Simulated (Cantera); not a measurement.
# Dilute partial oxidation

A perfectly stirred reactor is fed with 1.16 % CH4, 2.13 % O2, 96.7 % N2, equivalence ratio 1.1, at 10.0 bar; it is held at 1048 K, and followed from long to short residence time.

Cantera simulation using GRI-Mech 3.0 (53 species, 325 reactions); the numbers are that mechanism's predictions, not measurements. The temperature is held fixed by assumption; the heat of reaction is taken as removed at once.

| τ (s) | x CH4 | x O2 | x OH | x CH2CO | x CH2 | x N2O | x C2H6 |
|---|---|---|---|---|---|---|---|
| 0.73 | 0.00156 | 0.00387 | 4.54e-8 | 6.01e-6 | 2.61e-11 | 7.62e-8 | 1.38e-5 |
| 0.23 | 0.00270 | 0.00688 | 7.41e-8 | 9.46e-6 | 4.55e-11 | 4.14e-8 | 2.41e-5 |
| 0.071 | 0.00488 | 0.0115 | 1.01e-7 | 1.26e-5 | 6.51e-11 | 1.69e-8 | 4.46e-5 |
| 0.022 | 0.00886 | 0.0180 | 7.39e-8 | 6.23e-6 | 4.29e-11 | 3.89e-9 | 7.60e-5 |
| 0.0069 | 0.0116 | 0.0213 | 1.50e-11 | <1e-12 | <1e-12 | 1.05e-12 | 2.76e-8 |
| 0.0022 | 0.0116 | 0.0213 | 4.32e-12 | <1e-12 | <1e-12 | <1e-12 | 7.83e-10 |
| 0.00067 | 0.0116 | 0.0213 | <1e-12 | <1e-12 | <1e-12 | <1e-12 | 1.04e-11 |
| 0.00021 | 0.0116 | 0.0213 | <1e-12 | <1e-12 | <1e-12 | <1e-12 | <1e-12 |
x: mole fraction; the columns are a selection and need not sum to one.
